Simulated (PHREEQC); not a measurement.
A solution holds 0.0015 mol FeSO4, 0.16 mol CuCl2, 0.0002 mol NaF and 0.011 mol NaCl per kg of water, at 25 °C. Closed to the air; pH follows from the charge balance.

Model: ion-association model, phreeqc.dat, run in PHREEQC.

This is a speciation only: nothing precipitates in the calculation.

**Question.** Predict the pH.

**Answer.** pH 4.19.

**Question.** In which forms is Fe present?

**Answer.** Fe+2 91 %, FeCl+ 8.8 %, FeSO4 0.5 % of the Fe.

Fluoro complexes past AlF4- and FeF3 are missing from the database.
